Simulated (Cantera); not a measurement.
Source: NASA polynomial tables (part measured, part estimated), evaluated in Cantera. Values are per mole of reaction as written; species without (g) are pure solids or liquids, kept so even where they would boil at 1 bar.

Cs(g) + HCl(g) + F(g) ⇌ CsCl + HF(g)

```csv
T (K),ΔH° (kJ),ΔS° (J/K),ΔG° (kJ),log10 K,condensed phases
698,-773.5,-235.2,-609.3,45.60,CsCl(s)
798,-767.8,-227.5,-586.2,38.37,CsCl(s)
898,___,___,___,___,CsCl(s)
998,___,___,___,___,CsCl(l)
1098,-743.3,-201.2,-522.4,24.85,CsCl(l)
1198,-739.9,-198.2,-502.4,21.90,CsCl(l)
1298,-736.5,-195.5,-482.7,19.42,CsCl(l)
1398,___,___,___,___,CsCl(l)
1498,-729.6,-190.6,-444.1,15.49,CsCl(l)
1598,___,___,___,___,CsCl(l)
1698,-722.8,-186.3,-406.4,12.50,CsCl(l)
```

Problem. What belongs in the gaps?

Solution. 
- 898, ΔH° (kJ): -765.7
- 898, ΔS° (J/K): -225.1
- 898, ΔG° (kJ): -563.6
- 898, log10 K: 32.78
- 998, ΔH° (kJ): -746.7
- 998, ΔS° (J/K): -204.4
- 998, ΔG° (kJ): -542.6
- 998, log10 K: 28.40
- 1398, ΔH° (kJ): -733.0
- 1398, ΔS° (J/K): -193.0
- 1398, ΔG° (kJ): -463.3
- 1398, log10 K: 17.31
- 1598, ΔH° (kJ): -726.2
- 1598, ΔS° (J/K): -188.4
- 1598, ΔG° (kJ): -425.2
- 1598, log10 K: 13.90
